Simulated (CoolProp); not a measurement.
Vapour pressure (bar) of n-dodecane: the reference equation beside estimates from Tc = 385.0 °C, pc = 18.18 bar, ω = 0.574. Clausius-Clapeyron is anchored at 145.15 °C with a constant enthalpy of vaporisation of 50.55 kJ/mol.

Model: reference Helmholtz-energy equation of state, Lemmon 2004, in CoolProp. It is a short technical equation, of lower accuracy than the large ones.

```
T (°C)  reference  Clausius-Clapeyron  Soave-Redlich-Kwong  Peng-Robinson
------  ---------  ------------------  -------------------  -------------
104.85    0.02541             0.02733              0.02490        0.02719
112.85    0.03630             0.03815              0.03562        0.03852
120.95    0.05113             0.05273              0.05024        0.05383
129.05    0.07076             0.07195              0.06964        0.07401
137.15    0.09634             0.09696              0.09501         0.1002
145.15     0.1287              0.1287               0.1272         0.1332
153.25     0.1702              0.1697               0.1686         0.1754
161.35     0.2221              0.2213               0.2205         0.2281
169.35     0.2854              0.2850               0.2841         0.2922
177.45     0.3637              0.3649               0.3629         0.3714
185.55     0.4585              0.4631               0.4586         0.4673
193.55     0.5707              0.5812               0.5722         0.5806
201.65     0.7057              0.7258               0.7091         0.7170
209.75     0.8649              0.8997               0.8712         0.8778
```

Absolute difference from the reference over all 14 rows, mean and median: Clausius-Clapeyron 2.1 and 1.3 %, Soave-Redlich-Kwong 1.0 and 0.8 %, Peng-Robinson 3.4 and 2.9 %.
